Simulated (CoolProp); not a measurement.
R114 at 415.84 K and 10.6 MPa is throttled through a valve to 5.93 MPa with no heat exchange. Each further row changes one setting.

The numbers come from the reference Helmholtz-energy equation of state, Platzer 1990 in CoolProp. This equation is an older, rougher fit; its heat capacities, sound speeds and derivatives of the liquid may be far off and weren't checked against measurements.

```tsv
case	temperature change (K)	final phase	final density (kg/m³)
as stated	(withheld)	liquid	(withheld)
outlet pressure 1.78 MPa	(withheld)	(withheld)	(withheld)
outlet pressure 7.71 MPa	(withheld)	liquid	(withheld)
```

Question: Some entries are withheld; supply them.

Answer: 
- as stated, temperature change (K): -2.8
- as stated, final density (kg/m³): 1050
- outlet pressure 1.78 MPa, temperature change (K): -31.1
- outlet pressure 1.78 MPa, final phase: two-phase, vapour fraction 0.392
- outlet pressure 1.78 MPa, final density (kg/m³): 306
- outlet pressure 7.71 MPa, temperature change (K): -1.3
- outlet pressure 7.71 MPa, final density (kg/m³): 1090
